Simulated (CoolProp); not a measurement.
Values from CoolProp's reference Helmholtz-energy equation of state, Rui 2013.

Question: For R236EA, give the phase and the cv (kJ/(kg K)), viscosity (µPa s) at 372.2 K and 26.7 kPa.

Answer: 
- 372.2 K and 26.7 kPa: gas; cv 0.904, viscosity 13.7

Viscosity comes from a separate model (Huber 2003), an estimate that may be off by 10 % or more.
